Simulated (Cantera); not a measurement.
Charge: 1 mol Mg(OH)₂, 1.1 mol H₂O, 0.043 mol O₂, at 352 °C and 750 Torr.

These are equilibrium values from Cantera (NASA tables, ideal gas, pure condensed phases), not measurements of a reactor. Candidate condensed phases: H₂O, Mg, MgO, Mg(OH)₂; 15 gas species. Equilibrium is a limit: real reactors are often held back by kinetics, nucleation or transport.

Base state: H₂O 0.980, O₂ 0.0201 (mole fractions); condensed: MgO(s).

### Question
What changes in the equilibrium state with this change: temperature from 352 °C to 1950 °C?

### Answer
```csv
species,before,after
H₂O,0.980,0.959
O₂,0.0201,0.0217
OH,<1e-9,0.00960
H₂,<1e-9,0.00857
Mg(OH)₂,<1e-9,0.000187
H,<1e-9,0.000593
O,<1e-9,0.000461
MgOH,<1e-9,1.10e-5
"MgO(s), mol",1.00,1.000
```
